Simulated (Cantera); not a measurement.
Input: 1 mol Si2H6, 14 mol NO, 1 mol H2, at 1330 Pa.

Method: chemical equilibrium by Gibbs-energy minimisation in Cantera with the NASA 1993 tables (ideal gas, pure condensed phases). Candidate condensed phases: H2O, Si, SiO2, Si2N2O, Si3N4; 35 gas species. The feed counts by its element totals alone. The tables hold silica as quartz up to 1696 K and as liquid above; real silica turns to tridymite and cristobalite and melts near 1996 K. The numbers say what is thermodynamically allowed, not how fast it happens. All values below are at 1625 °C.

Base state: N2 0.496, H2O 0.281, O2 0.210, OH 0.00597, NO 0.00452, O 0.00116, H2 0.000681, H 0.000177 (mole fractions); condensed: SiO2(condensed).

Question: What changes in the equilibrium state with this change: NO from 14 to 0.43 mol?

Answer: 
```json
[
 {"species": "H2", "before": "0.000681", "after": "0.854"},
 {"species": "SiO", "before": "2.43e-6", "after": "0.0922"},
 {"species": "N2", "before": "0.496", "after": "0.0461"},
 {"species": "H2O", "before": "0.281", "after": "9.60e-7"},
 {"species": "O2", "before": "0.210", "after": "<1e-9"},
 {"species": "OH", "before": "0.00597", "after": "<1e-9"},
 {"species": "NO", "before": "0.00452", "after": "<1e-9"},
 {"species": "O", "before": "0.00116", "after": "<1e-9"},
 {"species": "Si", "before": "<1e-9", "after": "0.000921"},
 {"species": "SiO2(condensed), mol", "before": "2.00", "after": "0"},
 {"species": "Si(l), mol", "before": "0", "after": "1.56"}
]
```
Gases not in the tables: Si2H6 and higher silanes.
